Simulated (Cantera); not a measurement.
What does this Cantera script print?

```python
import numpy as np
import cantera as ct

gas = ct.Solution("gri30.yaml")
gas.TPX = 1475, 740000, {'CH4': 1, 'O2': 1.67, 'N2': 16.7}
reactor = ct.IdealGasConstPressureReactor(gas, energy="on", clone=False)
net = ct.ReactorNet([reactor])
net.rtol, net.atol = 1e-08, 1e-16
show = ['CH4', 'O2', 'NO2', 'CH2', 'H']
times = np.geomspace(2e-06, 0.2, 13)

steps = ct.SolutionArray(gas, extra=["t"])
rows = []
print(f"{'t/s':>10s}{'T/K':>9s}{'P/Pa':>11s}" + "".join(f"{s:>11s}" for s in show))
for t in times:
    while net.time < t:
        t_next = net.step()
        steps.append(gas.state, t=t_next)
    rows.append([np.interp(t, steps.t, y) for y in (steps.T, steps.P, *steps(*show).X.T)])
    print(f"{t:10.3e}{rows[-1][0]:9.1f}{rows[-1][1]:11.4g}" + "".join(f"{x:11.3e}" for x in rows[-1][2:]))
rate = np.gradient(steps.T, steps.t)
print("integrator steps:", len(steps.t))
if steps.T.max() > steps.T[0] + 200:
    print(f"time of steepest temperature rise: {steps.t[rate.argmax()]:.4e} s")
gas.TPX = 1475, 740000, {'CH4': 1, 'O2': 1.67, 'N2': 16.7}
gas.equilibrate("HP")
print(f"equilibrium (HP): T = {gas.T:.1f} K  " + "  ".join(f"{s} {gas[s].X[0]:.3e}" for s in show))
```

Result:

```
       t/s      T/K       P/Pa        CH4         O2        NO2        CH2          H
 2.000e-06   1475.0    7.4e+05  5.163e-02  8.622e-02  3.432e-21  3.352e-14  4.248e-09
 5.220e-06   1475.0    7.4e+05  5.162e-02  8.622e-02  7.786e-20  1.900e-13  5.030e-09
 1.363e-05   1475.0    7.4e+05  5.162e-02  8.621e-02  1.889e-18  1.530e-12  7.514e-09
 3.557e-05   1475.0    7.4e+05  5.161e-02  8.621e-02  5.141e-17  1.681e-11  1.677e-08
 9.283e-05   1475.2    7.4e+05  5.152e-02  8.616e-02  1.250e-15  1.280e-10  4.446e-08
 2.423e-04   1476.8    7.4e+05  5.107e-02  8.592e-02  3.689e-14  4.056e-10  1.167e-07
 6.325e-04   1494.7    7.4e+05  4.726e-02  8.342e-02  2.922e-12  5.126e-09  1.038e-06
 1.651e-03   2310.6    7.4e+05  1.627e-13  3.814e-05  2.772e-09  5.786e-15  4.173e-04
 4.309e-03   2310.5    7.4e+05  1.656e-13  3.710e-05  3.546e-09  5.773e-15  4.128e-04
 1.125e-02   2310.1    7.4e+05  1.673e-13  3.681e-05  5.259e-09  5.804e-15  4.124e-04
 2.936e-02   2309.6    7.4e+05  1.698e-13  3.642e-05  7.618e-09  5.851e-15  4.119e-04
 7.662e-02   2309.4    7.4e+05  1.708e-13  3.626e-05  8.585e-09  5.872e-15  4.117e-04
 2.000e-01   2309.4    7.4e+05  1.709e-13  3.625e-05  8.618e-09  5.872e-15  4.117e-04
integrator steps: 2147
time of steepest temperature rise: 9.1481e-04 s
equilibrium (HP): T = 2309.4 K  CH4 1.943e-13  O2 3.625e-05  NO2 8.618e-09  CH2 6.467e-15  H 4.117e-04
```

Detailed kinetics in Cantera: GRI-Mech 3.0 (53 species, 325 reactions).
